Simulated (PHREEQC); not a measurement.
Synthetic water in mg/kgw, 25 °C, pH 3.92, pe 10.1:

| constituent | mg/kgw |
|---|---|
| Na | 37.8 |
| K | 2.75 |
| Ca | 10.6 |
| Mg | 29.6 |
| Cl | 73.5 |
| S(6) as SO4 | 257 |
| Ni | 0.049 |
| Cu(2) | 6.18 |
| Mn(2) | 0.103 |
| Fe(3) | 1.02 |

Na is adjusted to close the charge balance.
Valence states are taken as typed.

Computed with PHREEQC (ion-association model, wateq4f.dat).

This is a speciation only: nothing precipitates in the calculation.

**Question.** Order these Fe species by the share of Fe that they hold, largest first: Fe(OH)2+, Fe+3, Fe(SO4)2-, FeOH+2, FeSO4+.

**Answer.** Fe(OH)2+ (61 %), FeOH+2 (30 %), FeSO4+ (7.0 %), Fe+3 (0.86 %), Fe(SO4)2- (0.24 %)

The pH is 3.92 and the ionic strength 0.0104 mol/kgw. The solution is supersaturated, for example in Jarosite-K, Hematite (slow to form), so a real one may precipitate; this is no full list. Species that the database lacks are ignored.
